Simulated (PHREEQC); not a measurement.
A made-up water analysis in mg/L, 20 °C, pH 2.04, pe 8.9:

```tsv
constituent	mg/L
Na	88.9
K	282
Ca	161
Mg	63.1
Cl	101
S(6) as SO4	1920
Fe(3)	2.65
Cu(2)	0.761
Zn	4.86
Sr	1.83
```

Valence states are taken as typed.

The numbers come from PHREEQC with the ion-association model, wateq4f.dat.

This is a speciation only: nothing precipitates in the calculation.

Question: Estimate the ionic strength, charge-balance error.

Answer: ionic strength 0.0475 mol/kgw; charge-balance error -3.3 %.

Question: In which forms is S present?

Answer: SO4-2 59 %, HSO4- 27 %, CaSO4 6.6 %, MgSO4 4.7 %, KSO4- 1.2 %, NaSO4- 0.5 % of the S.

The solution is supersaturated, for example in Hematite (slow to form), Goethite (slow to form), so a real one may precipitate; this is no full list. Species that the database lacks are ignored.
